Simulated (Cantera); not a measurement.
Feed: 1 mol borazine, 82 mol H2, at 1.00 bar.

Cantera equilibrium calculation (NASA polynomials, part measured and part estimated; ideal gas, pure solids and liquids). Candidate condensed phases: B, BN; 15 gas species. The feed counts by its element totals alone. The tables' values for BH2 are old estimates; treat these amounts as uncertain. Equilibrium is a limit: real reactors are often held back by kinetics, nucleation or transport. All values below are at 1775 K.

Base state: H2 1.000, H 0.000289, BH2 3.78e-5, N2 2.20e-5 (mole fractions); condensed: BN(s).

Task: What changes in the equilibrium state with this change: pressure from 1.00 bar to 39.0 mbar?

Result: 
```tsv
species	before	after
H2	1.000	0.998
H	0.000289	0.00146
BH2	3.78e-5	0.000108
N2	2.20e-5	6.83e-5
BN(s), mol	3.00	2.99
B(s), mol	0	0.00208
```
Mutual solubility and eutectic melting of coexisting phases are not modelled.
